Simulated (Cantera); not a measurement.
Low-pressure radical oxidation in H2/O2

A perfectly stirred reactor is fed with H2 : O2 = 0.16 : 1 (molar parts), at 24.8 Torr; it is held at 1048 K, and followed from long to short residence time.

Model: the H2/O2 subset of GRI-Mech 3.0, which has no nitrogen chemistry, integrated in Cantera. Radical loss at walls, strong at low pressure, is not modelled. The temperature is held fixed by assumption; the heat of reaction is taken as removed at once.

| τ (s) | x H2 | x O2 | x H2O | x H | x H2O2 | x OH | x HO2 |
|---|---|---|---|---|---|---|---|
| 2.6 | 0.000297 | 0.851 | 0.148 | 1.98e-5 | 4.10e-7 | 0.000324 | 5.38e-6 |
| 1.3 | 0.000455 | 0.851 | 0.147 | 3.96e-5 | 4.85e-7 | 0.000413 | 7.19e-6 |
| 0.65 | 0.000693 | 0.851 | 0.147 | 7.91e-5 | 5.65e-7 | 0.000529 | 9.36e-6 |
| 0.32 | 0.00105 | 0.851 | 0.146 | 0.000160 | 6.54e-7 | 0.000686 | 1.19e-5 |
| 0.16 | 0.00158 | 0.850 | 0.146 | 0.000318 | 7.45e-7 | 0.000891 | 1.47e-5 |
| 0.078 | 0.00238 | 0.849 | 0.144 | 0.000644 | 8.44e-7 | 0.00118 | 1.78e-5 |
| 0.038 | 0.00356 | 0.847 | 0.142 | 0.00130 | 9.44e-7 | 0.00156 | 2.08e-5 |
| 0.019 | 0.00525 | 0.845 | 0.139 | 0.00251 | 1.04e-6 | 0.00205 | 2.34e-5 |
| 0.0094 | 0.00776 | 0.842 | 0.135 | 0.00481 | 1.11e-6 | 0.00270 | 2.56e-5 |
x: mole fraction; the columns are a selection and need not sum to one.
